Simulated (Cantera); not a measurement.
**HMDSO + NO + H2 + H2O (silicon oxide and oxynitride deposition)**

Charge: 1 mol HMDSO, 0.23 mol NO, 0.13 mol H2, a varied amount of H2O, at 1373.15 K and 0.975 Torr.

These are equilibrium values from Cantera (NASA tables, ideal gas, pure condensed phases), not measurements of a reactor. Candidate condensed phases: C, C6H6, C7H8, C8H18, H2O, Si, SiC, SiO2, Si2N2O, Si3N4; 151 gas species. The feed counts by its element totals alone. Mutual solubility and eutectic melting of coexisting phases are not modelled. The tables hold silica as quartz up to 1696 K and as liquid above; real silica turns to tridymite and cristobalite and melts near 1996 K. Equilibrium is a limit: real reactors are often held back by kinetics, nucleation or transport.

| n(H2O) (mol) | log p H2 | log p CO | log p H2O | log p CO2 | log p N2 | log p SiO | log p H | log p HCN | n C(graphite) | n SiC(s) | n SiO2(β-quartz) | n Si2N2O(s) |
|---|---|---|---|---|---|---|---|---|---|---|---|---|
| 1.7 | -2.99 | -3.56 | -8.89 | -9.77 | -4.97 | -6.52 | -6.97 | -7.38 | 1.08 | 2.00 | 0 | 0 |
| 2.6 | -3.01 | -3.50 | -8.84 | -9.64 | -5.02 | -6.46 | -6.98 | -7.42 | 0.178 | 2.00 | 0 | 0 |
| 3.6 | -3.02 | -3.48 | -8.25 | -9.02 | -5.96 | -5.28 | -6.99 | -8.47 | 0 | 1.60 | 0.130 | 0.101 |
| 4.5 | -3.02 | -3.48 | -8.25 | -9.02 | -5.97 | -5.28 | -6.99 | -8.47 | 0 | 1.30 | 0.428 | 0.0996 |
| 5.5 | -3.02 | -3.48 | -8.25 | -9.02 | -5.97 | -5.28 | -6.98 | -8.47 | 0 | 0.965 | 0.758 | 0.0985 |
| 6.4 | -3.02 | -3.48 | -8.25 | -9.02 | -5.97 | -5.28 | -6.98 | -8.47 | 0 | 0.664 | 1.06 | 0.0976 |
| 7.4 | -3.02 | -3.48 | -8.25 | -9.03 | -5.97 | -5.28 | -6.98 | -8.47 | 0 | 0.330 | 1.39 | 0.0965 |
| 8.3 | -3.02 | -3.48 | -8.25 | -9.03 | -5.97 | -5.28 | -6.98 | -8.47 | 0 | 0.0296 | 1.68 | 0.0955 |
| 9.3 | -3.02 | -3.50 | -4.62 | -5.41 | -5.22 | -8.92 | -6.99 | -11.76 | 0 | 0 | 2.00 | 0 |
| 10 | -3.03 | -3.52 | -4.26 | -5.07 | -5.23 | -9.28 | -6.99 | -12.15 | 0 | 0 | 2.00 | 0 |
| 11 | -3.05 | -3.55 | -4.02 | -4.84 | -5.24 | -9.54 | -7.00 | -12.45 | 0 | 0 | 2.00 | 0 |
log p: log10 of the partial pressure in bar; n: condensed amount in mol.

From 1.7 mol H2O to 2.6 mol H2O the condensed part is C(graphite) + SiC(s). From 3.6 mol H2O to 8.3 mol H2O the condensed part is SiC(s) + SiO2(β-quartz) + Si2N2O(s). From 9.3 mol H2O to 11 mol H2O the condensed part is SiO2(β-quartz). The main Si-bearing gas is SiO throughout.
